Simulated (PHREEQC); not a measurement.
0.44 g of hydrous ferric oxide (600 m²/g; 0.2 weak and 0.005 strong sites per Fe, Dzombak-Morel constants, diffuse double layer) in 1 kg of water with 0.1 mol/kgw of an inert sodium salt and 5.3e-06 mol Na2SO4 and 6.9e-05 mol ZnSO4, at 25 °C; the pH is set by adding NaOH or the inert anion's acid. Oxygen is held at 0.21 atm. The system is closed to CO2. Precipitation was switched off in this run.

Computed with PHREEQC (ion-association model, wateq4f.dat).

**Question.** Predict S sorbed (%), Zn sorbed (%), surface charge σ (C/m²) at pH = 6.33, 7.

**Answer.** 
```tsv
pH	S sorbed (%)	Zn sorbed (%)	surface charge σ (C/m²)
6.33	40.0	46.7	0.081
7	10.3	85.0	0.048
```

The oxide is taken as insoluble; below pH 4 it would dissolve.
